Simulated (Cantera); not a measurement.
Mixture: CH₄ : C₂H₆ : O₂ : N₂ : CO₂ = 1 : 0.037 : 1.42 : 5.34 : 1.8 (molar parts), at 7500 Torr, adiabatic and at constant pressure. Ignition delay is the time to a rise of 400 K.

Computed with Cantera and GRI-Mech 3.0 (53 species, 325 reactions).

**Question.** What does this change do: pressure from 7500 Torr to 3750 Torr?

**Answer.** 
```tsv
quantity	before	after
delay at 1000 K	33.1 ms	67.0 ms
delay at 1075 K	11.9 ms	25.9 ms
delay at 1150 K	5.15 ms	11.3 ms
delay at 1225 K	2.42 ms	5.08 ms
delay at 1300 K	1.16 ms	2.32 ms
delay at 1375 K	0.569 ms	1.07 ms
apparent activation energy between 1225 and 1375 K	130 kJ/mol	150 kJ/mol
```

**Question.** What does this change do: C2H6 0.037 to 0.011 parts?

**Answer.** 
```json
[
 {"quantity": "delay at 1000 K", "before": "33.1 ms", "after": "67.7 ms"},
 {"quantity": "delay at 1075 K", "before": "11.9 ms", "after": "24.2 ms"},
 {"quantity": "delay at 1150 K", "before": "5.15 ms", "after": "9.75 ms"},
 {"quantity": "delay at 1225 K", "before": "2.42 ms", "after": "4.20 ms"},
 {"quantity": "delay at 1300 K", "before": "1.16 ms", "after": "1.89 ms"},
 {"quantity": "delay at 1375 K", "before": "0.569 ms", "after": "0.871 ms"},
 {"quantity": "apparent activation energy between 1225 and 1375 K", "before": "130 kJ/mol", "after": "150 kJ/mol"}
]
```

**Question.** What does this change do: pressure from 7500 Torr to 16500 Torr?

**Answer.** 
```
quantity                                                before       after
--------------------------------------------------  ----------  ----------
delay at 1000 K                                        33.1 ms     16.3 ms
delay at 1075 K                                        11.9 ms     5.24 ms
delay at 1150 K                                        5.15 ms     2.14 ms
delay at 1225 K                                        2.42 ms    0.999 ms
delay at 1300 K                                        1.16 ms    0.499 ms
delay at 1375 K                                       0.569 ms    0.257 ms
apparent activation energy between 1225 and 1375 K  130 kJ/mol  130 kJ/mol
```
The pressure lies above the range GRI-Mech 3.0 was tuned for (to about 10 atm).
